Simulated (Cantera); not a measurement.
A closed system holds: 1 mol TEOS, 0.14 mol O₂, 14 mol H₂, 1.1 mol NO, at 1750 °C and 15000 Pa.

Cantera equilibrium calculation (NASA polynomials, part measured and part estimated; ideal gas, pure solids and liquids). Candidate condensed phases: C, C₆H₆, C₇H₈, C₈H₁₈, H₂O, Si, SiC, SiO₂, Si₂N₂O, Si₃N₄; 151 gas species. The feed counts by its element totals alone. The numbers say what is thermodynamically allowed, not how fast it happens.

Base state: H₂ 0.796, CO 0.178, N₂ 0.0173, H 0.00438, HCN 0.00190, SiO 0.00174, C₂H₂ (acetylene) 0.000712, HNC 0.000112 (mole fractions); condensed: C(graphite) + SiC(s).

Task: What changes in the equilibrium state with this change: NO from 1.1 to 0.11 mol?

Result: 
```tsv
species	before	after
H₂	0.796	0.838
CO	0.178	0.152
H	0.00438	0.00449
N₂	0.0173	0.00161
SiO	0.00174	0.00150
HCN	0.00190	0.000594
HNC	0.000112	3.52e-5
CH₄	3.80e-5	4.21e-5
C₂H₂ (acetylene)	0.000712	0.000750
Si	2.27e-5	2.27e-5
C(graphite), mol	1.62	2.63
SiC(s), mol	0.947	0.956
```
